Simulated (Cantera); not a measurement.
A freely propagating, adiabatic, planar premixed flame of 31.6 % H₂, 14.4 % O₂, 54.0 % N₂, equivalence ratio 1.1, unburnt at 700 K and 29000 Pa; mixture-averaged transport, grid criteria slope 0.08 and curve 0.16, no radiation.

Cantera simulation using the H2/O2 subset of GRI-Mech 3.0, which has no nitrogen chemistry; the numbers are that mechanism's predictions, not measurements. Burning velocities carry a grid error of a few per cent, more on coarse grids.

### Question
Predict: laminar burning velocity; thermal thickness; peak x(HO₂); peak x(H₂O₂); peak x(H); peak x(OH).

### Answer
```
Quantity                    Result
------------------------  --------
laminar burning velocity  950 cm/s
thermal thickness          2.59 mm
peak x(HO₂)                7.13e-5
peak x(H₂O₂)               1.64e-6
peak x(H)                   0.0961
peak x(OH)                  0.0203
```
